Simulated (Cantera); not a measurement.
A closed system holds: 1 mol Si₂Cl₆, 260 mol H₂, held at 923 K and 0.400 bar.

Cantera equilibrium calculation (NASA polynomials, part measured and part estimated; ideal gas, pure solids and liquids). Candidate condensed phases: Si; 19 gas species. The feed counts by its element totals alone. The tables' values for SiCl₃ are old estimates; treat these amounts as uncertain. Rates play no part.

Base state: H₂ 0.991, SiHCl₃ 0.00301, HCl 0.00297, SiCl₄ 0.00253, SiH₂Cl₂ 0.000350, SiCl₃ 2.84e-5, SiCl₂ 1.28e-5, SiH₃Cl 1.00e-5 (mole fractions); condensed: Si(s).

### Question
What changes in the equilibrium state with this change: temperature from 923 K to 1075 K?

### Answer
```tsv
species	before	after
H₂	0.991	0.986
HCl	0.00297	0.00958
SiHCl₃	0.00301	0.00195
SiCl₂	1.28e-5	0.000182
SiCl₃	2.84e-5	0.000132
SiCl₄	0.00253	0.00153
SiH₂Cl₂	0.000350	0.000292
SiH₃Cl	1.00e-5	1.15e-5
Si(s), mol	0.446	0.927
```
